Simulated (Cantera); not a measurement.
A freely propagating, adiabatic, planar premixed flame of CH4 : H2 : O2 : N2 = 1 : 1.4 : 1.93 : 7.33 (molar parts), unburnt at 573 K and 4.90 bar; mixture-averaged transport, grid criteria slope 0.08 and curve 0.16, no radiation.

Detailed kinetics in Cantera: GRI-Mech 3.0 (53 species, 325 reactions). Burning velocities carry a grid error of a few per cent, more on coarse grids.

x: mole fraction of selected species; z is measured from the peak of heat release.

```
z (mm)   T (K)  u (m/s)     x CH4    x H2      x O2    x HCO      x OH     x CO2
-------  -----  -------  --------  ------  --------  -------  --------  --------
-0.330     574    0.753    0.0859   0.118     0.166    <1e-8     <1e-8   1.25e-7
-0.220     579    0.758    0.0861   0.115     0.166    <1e-8     <1e-8       ___
-0.165     599    0.780    0.0858   0.111     0.166    <1e-8     <1e-8   1.99e-5
-0.110     704    0.913    0.0818   0.102     0.162    <1e-8   7.66e-8  0.000251
-0.0550   1158     1.51    0.0588  0.0891     0.126  7.31e-7   1.84e-5   0.00281
-0.0275   1564     2.05    0.0350  0.0823    0.0839  9.20e-6  0.000142   0.00697
0         1930     2.55    0.0125  0.0759    0.0391  1.81e-5  0.000721    0.0133
0.0275    2120     2.81   0.00304  0.0715    0.0133  1.11e-5   0.00157    0.0192
0.0550    2189     2.91  0.000796  0.0703   0.00410  4.08e-6   0.00191    0.0234
0.110     2227     2.95  0.000105  0.0711  0.000501  6.90e-7   0.00179    0.0275
0.220     2245     2.97   8.72e-6  0.0724   6.45e-5  1.97e-7   0.00137    0.0294
0.440     2258     2.99   6.71e-7  0.0730   2.53e-5  1.19e-7  0.000948    0.0297
0.880     2266     3.00       ___  0.0732       ___      ___       ___    0.0296
```

Question: What belongs in the gaps?

Answer: 
- -0.220, x CO2: 2.45e-6
- 0.880, x CH4: 5.77e-8
- 0.880, x O2: 1.10e-5
- 0.880, x HCO: 7.93e-8
- 0.880, x OH: 0.000639
